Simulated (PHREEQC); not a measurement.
A solution holds 15 mmol/kgw HCl, 0.46 mmol/kgw MnSO4 and 0.14 mmol/kgw NiSO4, at 25 °C. Closed to the air; pH follows from the charge balance.

The numbers come from PHREEQC with the ion-association model, wateq4f.dat.

This is a speciation only: nothing precipitates in the calculation.

Predict the pH.

pH 1.88.

In which forms is Ni present?

Ni+2 96 %, NiCl+ 2.1 %, NiSO4 2.1 % of the Ni.
